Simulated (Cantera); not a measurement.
A perfectly stirred reactor is fed with N2O : H2O = 1 : 0.056 (molar parts), at 57.8 Torr; it is held at 1025 K, and followed from long to short residence time.

Computed with Cantera and GRI-Mech 3.0 (53 species, 325 reactions). GRI-Mech 3.0 was tuned for natural gas; its chemistry of N2O as a main component is partial and can be far from experiment. The mechanism lacks the step 2 NO + O2 → 2 NO2, which can matter for NO2 below about 1400 K. The temperature is held fixed by assumption; the heat of reaction is taken as removed at once.

Question: What does this change do: temperature 1025 to 1200 K?

Answer: 
```tsv
quantity	before	after
x(N2O) at τ = 11.0 s	0.929	0.491
x(H2O) at τ = 11.0 s	0.0527	0.0448
x(N2) at τ = 11.0 s	0.0123	0.297
x(O2) at τ = 11.0 s	0.00594	0.142
x(NO) at τ = 11.0 s	0.000290	0.0253
x(N2O) at τ = 45.0 ms	0.947	0.943
x(H2O) at τ = 45.0 ms	0.0530	0.0530
x(N2) at τ = 45.0 ms	5.07e-5	0.00246
x(O2) at τ = 45.0 ms	2.41e-5	0.00114
x(NO) at τ = 45.0 ms	2.17e-6	0.000199
```

Question: What does this change do: temperature 1025 to 1398 K?

Answer: 
| quantity | before | after |
|---|---|---|
| x(N2O) at τ = 11.0 s | 0.929 | 0.0444 |
| x(H2O) at τ = 11.0 s | 0.0527 | 0.0367 |
| x(N2) at τ = 11.0 s | 0.0123 | 0.571 |
| x(O2) at τ = 11.0 s | 0.00594 | 0.265 |
| x(NO) at τ = 11.0 s | 0.000290 | 0.0826 |
| x(N2O) at τ = 45.0 ms | 0.947 | 0.862 |
| x(H2O) at τ = 45.0 ms | 0.0530 | 0.0514 |
| x(N2) at τ = 45.0 ms | 5.07e-5 | 0.0530 |
| x(O2) at τ = 45.0 ms | 2.41e-5 | 0.0238 |
| x(NO) at τ = 45.0 ms | 2.17e-6 | 0.00909 |
